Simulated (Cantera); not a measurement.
What does this Cantera script print?

```python
import numpy as np
import cantera as ct

gas = ct.Solution("gri30.yaml")
gas.TPX = 1573, 280000, {'CH4': 1, 'H2O': 1.9, 'H2': 0.44}
reactor = ct.IdealGasConstPressureReactor(gas, energy="off", clone=False)
net = ct.ReactorNet([reactor])
net.rtol, net.atol = 1e-08, 1e-18
show = ['CH4', 'H2O', 'H2', 'CH2CO', 'HO2', 'HCO', 'CH2O']
times = np.geomspace(5e-05, 8, 13)

steps = ct.SolutionArray(gas, extra=["t"])
rows = []
print(f"{'t/s':>10s}{'T/K':>9s}{'P/Pa':>11s}" + "".join(f"{s:>11s}" for s in show))
for t in times:
    while net.time < t:
        t_next = net.step()
        steps.append(gas.state, t=t_next)
    rows.append([np.interp(t, steps.t, y) for y in (steps.T, steps.P, *steps(*show).X.T)])
    print(f"{t:10.3e}{rows[-1][0]:9.1f}{rows[-1][1]:11.4g}" + "".join(f"{x:11.3e}" for x in rows[-1][2:]))
rate = np.gradient(steps.T, steps.t)
print("integrator steps:", len(steps.t))
if steps.T.max() > steps.T[0] + 200:
    print(f"time of steepest temperature rise: {steps.t[rate.argmax()]:.4e} s")
gas.TPX = 1573, 280000, {'CH4': 1, 'H2O': 1.9, 'H2': 0.44}
gas.equilibrate("TP")
print(f"equilibrium (TP): T = {gas.T:.1f} K  " + "  ".join(f"{s} {gas[s].X[0]:.3e}" for s in show))
```

Result:

```
       t/s      T/K       P/Pa        CH4        H2O         H2      CH2CO        HO2        HCO       CH2O
 5.000e-05   1573.0    2.8e+05  2.991e-01  5.688e-01  1.318e-01  1.838e-13  3.079e-15  5.337e-12  8.856e-08
 1.357e-04   1573.0    2.8e+05  2.987e-01  5.688e-01  1.321e-01  1.748e-11  5.500e-15  4.007e-11  5.406e-07
 3.684e-04   1573.0    2.8e+05  2.976e-01  5.686e-01  1.328e-01  1.106e-09  9.191e-15  2.104e-10  2.336e-06
 1.000e-03   1573.0    2.8e+05  2.946e-01  5.679e-01  1.352e-01  5.143e-08  1.319e-14  5.854e-10  5.685e-06
 2.714e-03   1573.0    2.8e+05  2.862e-01  5.649e-01  1.431e-01  9.415e-07  1.480e-14  6.672e-10  6.242e-06
 7.368e-03   1573.0    2.8e+05  2.652e-01  5.558e-01  1.649e-01  5.820e-06  1.566e-14  6.126e-10  5.427e-06
 2.000e-02   1573.0    2.8e+05  2.222e-01  5.358e-01  2.111e-01  1.594e-05  1.416e-14  5.288e-10  4.056e-06
 5.429e-02   1573.0    2.8e+05  1.581e-01  5.039e-01  2.813e-01  2.649e-05  1.211e-14  4.957e-10  2.539e-06
 1.474e-01   1573.0    2.8e+05  9.901e-02  4.637e-01  3.540e-01  3.096e-05  1.146e-14  7.548e-10  1.448e-06
 4.000e-01   1573.0    2.8e+05  7.718e-02  4.146e-01  4.076e-01  2.424e-05  9.733e-15  1.692e-09  9.073e-07
 1.086e+00   1573.0    2.8e+05  7.167e-02  3.487e-01  4.623e-01  1.268e-05  6.366e-15  3.539e-09  5.674e-07
 2.947e+00   1573.0    2.8e+05  5.854e-02  2.767e-01  5.261e-01  4.763e-06  3.636e-15  6.131e-09  3.307e-07
 8.000e+00   1573.0    2.8e+05  3.832e-02  2.181e-01  5.842e-01  1.361e-06  2.067e-15  8.651e-09  2.095e-07
integrator steps: 1318
equilibrium (TP): T = 1573.0 K  CH4 4.677e-06  H2O 1.545e-01  H2 6.582e-01  CH2CO 4.040e-11  HO2 9.227e-16  HCO 1.174e-08  CH2O 1.379e-07
```

Detailed kinetics in Cantera: GRI-Mech 3.0 (53 species, 325 reactions).
